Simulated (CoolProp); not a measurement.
Ethane at several states: density (kg/m³) from the reference equation and from simpler models built on Tc = 305.3 K, pc = 4872 kPa, ω = 0.099; each cubic takes its own stable root.

Computed with CoolProp (reference Helmholtz-energy equation of state, Bücker 2006).

```csv
T (K),p (kPa),phase,reference
399.3,8560,supercritical,103.6
335.1,6900,supercritical,146.0
370.4,7640,supercritical,109.4
109.4,767,liquid,631.0
229,82.5,gas,1.321
214,15.9,gas,0.2696
```

### Question
How far does each simpler model (van der Waals, Redlich-Kwong, Peng-Robinson) lie from the reference over these 6 states: mean and median of the absolute difference, and the worst?

### Answer
- van der Waals: mean 10.3 %, median 7.7 %, worst -35.6 % at 109.4 K and 767 kPa
- Redlich-Kwong: mean 1.2 %, median 0.9 %, worst -4.0 % at 109.4 K and 767 kPa
- Peng-Robinson: mean 2.2 %, median 1.9 %, worst +6.9 % at 109.4 K and 767 kPa
